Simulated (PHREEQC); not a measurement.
Na2CO3 is added in steps, without added water, to 1 kg of water holding 0.0046 mol FeCl3, 0.026 mol CaCl2, 0.0028 mol NaF and 0.00018 mol Na2SO4, at 25 °C. Oxygen alone is held at its pressure in air (log pO2 = -0.68). The system is closed to CO2. The run lets Calcite, Gypsum, Fluorite, Fe(OH)3(a), Halite precipitate or redissolve, and no other solid.

Base run: PHREEQC, ion-association model, phreeqc.dat. Each further column changes one thing. The table gives pH.

```csv
Na2CO3 added (mol),base,database wateq4f.dat,Debye-Hückel limiting law,all activity coefficients set to 1,metal-ligand complexes left out
0,2.89,2.89,2.99,2.82,2.59
0.006125,3.65,3.65,3.75,3.48,3.32
0.009187,6.18,6.18,6.16,6.06,6.24
0.01531,6.36,6.36,6.51,6.13,6.34
0.01837,6.40,6.40,6.55,6.18,6.39
0.0245,6.52,6.52,6.66,6.30,6.50
0.03062,6.73,6.73,6.86,6.53,6.71
0.03369,6.92,6.92,7.05,6.76,6.91
0.03981,8.57,8.57,8.52,8.67,8.68
0.04288,9.17,9.18,9.09,9.28,9.37
0.049,9.62,9.62,9.52,9.73,9.83
```

Fluoro complexes past AlF4- and FeF3 are missing from the database. phreeqc.dat and wateq4f.dat share most of their constants, so their agreement is no independent check. Solids allowed in the column 'database wateq4f.dat': Calcite, Gypsum, Fluorite, Portlandite, Fe(OH)3(a), Jarosite-Na, Halite, Mirabilite, Nahcolite, Natron.
